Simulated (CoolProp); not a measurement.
Properties of isobutane along the isotherm 140.35 °C.

Computed with CoolProp (reference Helmholtz-energy equation of state, Bücker 2006).

```
p (bar)          phase       Z  isothermal compressibility (1/MPa)
-------  -------------  ------  ----------------------------------
0.574              gas  0.9949                               17.51
1.09               gas  0.9902                               9.266
2.06               gas  0.9814                               4.948
3.91               gas  0.9643                               2.655
7.41               gas  0.9306                               1.455
14                 gas  0.8621                              0.8422
26.6               gas  0.7000                              0.5966
50.5     supercritical  0.2456                             0.09490
95.7     supercritical  0.3914                             0.01955
181      supercritical  0.6668                            0.008259
```
